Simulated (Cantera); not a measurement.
## Thermodynamics of silicon etching in halogen gases, feed Si + HCl + N2

A closed system holds: 1 mol Si, 3 mol HCl, 5.7 mol N2, held at 5.48 Torr.

These are equilibrium values from Cantera (NASA tables, ideal gas, pure condensed phases), not measurements of a reactor. Candidate condensed phases: NH4Cl, Si, Si3N4; 28 gas species. N2 is the only nitrogen source here; it is nearly inert below about 1500 K, so the nitride shown seldom forms there in practice. The tables' values for SiCl3, SiCl are old estimates; treat these amounts as uncertain. Equilibrium is a limit: real reactors are often held back by kinetics, nucleation or transport.

From 602 °C to 1352 °C the condensed part is Si3N4(s). At 1427 °C nothing is condensed. The main Si-bearing gas is SiCl4 at 602 °C and SiCl2 at 1427 °C. The share of Si in condensed phases is highest at 902 °C (72.7 %) and lowest at 1427 °C (0.0 %).

```csv
T (°C),x N2,x HCl,x H2,x SiCl2,x SiCl4,n Si3N4(s)
602,0.663,0.213,0.0828,2.18e-8,0.0414,0.224
677,0.661,0.223,0.0777,4.56e-7,0.0388,0.231
752,0.659,0.231,0.0736,6.06e-6,0.0366,0.236
827,0.657,0.237,0.0701,5.60e-5,0.0347,0.240
902,0.656,0.242,0.0674,0.000384,0.0326,0.242
977,0.655,0.245,0.0657,0.00204,0.0295,0.241
1052,0.653,0.242,0.0656,0.00837,0.0239,0.230
1127,0.651,0.229,0.0693,0.0254,0.0148,0.198
1202,0.650,0.201,0.0794,0.0533,0.00580,0.142
1277,0.652,0.163,0.0948,0.0815,0.00155,0.0786
1352,0.655,0.125,0.111,0.104,0.000354,0.0210
1427,0.656,0.112,0.116,0.112,0.000113,0
```
x: gas mole fraction; n: condensed amount in mol.
